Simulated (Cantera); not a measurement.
An isothermal, constant-pressure homogeneous reactor starts with 0.803 % H2, 99.2 % O2, at 1000 K and 0.0197 atm.

Model: GRI-Mech 3.0 (53 species, 325 reactions), integrated in Cantera. Radical loss at walls, strong at low pressure, is not modelled.

One state of this run: x H2 = 3.67e-9; x O2 = 0.992; x HO2 = 7.50e-9; x H2O = 0.00807; x OH = 3.15e-6; x H2O2 = 1.19e-9. x: mole fraction; the columns are a selection and need not sum to one.

**Question.** Which value of t (s) does it belong to?
A) 0.107
B) 0.253
C) 0.000600
D) 8.00

**Answer.** D, 8.00
